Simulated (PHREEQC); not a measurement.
## Copper plating or etch bath: an equilibrium model

A solution holds 0.042 mol/kgw Cu(NO3)2, 0.0025 mol/kgw HBF4 and 0.0001 mol/kgw NaCl, at 42 °C. Closed to the air; pH follows from the charge balance.

All values are PHREEQC results (ion-association model, phreeqc.dat), not measurements.

```
Quantity                     Result
--------------------  -------------
pH                             2.65
ionic strength        0.128 mol/kgw
specific conductance    12400 µS/cm
density                 0.998 g/cm³
total alkalinity       -10.0 meq/kg
```

| species | molality | activity | log γ |
|---|---|---|---|
| NO3- | 0.0840 | 0.0610 | -0.139 |
| Cu+2 | 0.0417 | 0.0151 | -0.440 |
| HF | 0.00353 | 0.00363 | 0.013 |
| H+ | 0.00277 | 0.00224 | -0.091 |
| H3BO3 | 0.00115 | 0.00118 | 0.013 |
| BF4- | 0.00109 | 0.000830 | -0.118 |
| F- | 0.00107 | 0.000787 | -0.133 |

This is a speciation only: nothing precipitates in the calculation. Constants without temperature data keep their 25 °C values here. Real BF4- forms and hydrolyses slowly; the run takes it at equilibrium.
